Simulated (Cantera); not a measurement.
Input (Python, Cantera):

```python
import numpy as np
import cantera as ct

gas = ct.Solution("gri30.yaml")


def delay(T, t_max=10):
    gas.TPX = T, 1000000, {'CH4': 0.49, 'O2': 1.05, 'N2': 3.96}
    reactor = ct.IdealGasConstPressureReactor(gas, clone=False)
    net = ct.ReactorNet([reactor])
    net.rtol, net.atol = 1e-8, 1e-16
    while net.time < t_max:
        t_old, T_old = net.time, reactor.T
        net.step()
        if reactor.T > T + 400:  # ignition: a rise of 400 K
            return t_old + (T + 400 - T_old) / (reactor.T - T_old) * (net.time - t_old)
    return np.nan


taus = []
for T in [1100, 1175, 1250, 1325, 1400, 1475, 1550, 1625, 1700]:
    taus.append(delay(T))
    print(f"T0 = {T:6g} K   tau = {taus[-1]:.4e} s")
```

It prints:

```
T0 =   1100 K   tau = 1.7098e-02 s
T0 =   1175 K   tau = 6.2859e-03 s
T0 =   1250 K   tau = 2.5218e-03 s
T0 =   1325 K   tau = 1.0797e-03 s
T0 =   1400 K   tau = 4.8832e-04 s
T0 =   1475 K   tau = 2.3189e-04 s
T0 =   1550 K   tau = 1.1527e-04 s
T0 =   1625 K   tau = 6.0010e-05 s
T0 =   1700 K   tau = 3.2808e-05 s
```

Computed with Cantera and GRI-Mech 3.0 (53 species, 325 reactions).
